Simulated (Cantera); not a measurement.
An isothermal, constant-pressure homogeneous reactor starts with 53.8 % CH4, 46.2 % CO2, at 1448 K and 3750 Torr.

Model: GRI-Mech 3.0 (53 species, 325 reactions), integrated in Cantera.

Q: Predict: x(CH4) at 6.00 s; x(CO2) at 6.00 s; x(C2H6) at 6.00 s; x(CH3) at 6.00 s.

A: 
| Quantity | Result |
|---|---|
| x(CH4) at 6.00 s | 0.156 (gas-phase equilibrium 0.0385) |
| x(CO2) at 6.00 s | 0.108 (gas-phase equilibrium 0.000120) |
| x(C2H6) at 6.00 s | 0.000344 (gas-phase equilibrium 8.46e-6) |
| x(CH3) at 6.00 s | 2.97e-5 (gas-phase equilibrium 4.64e-6) |
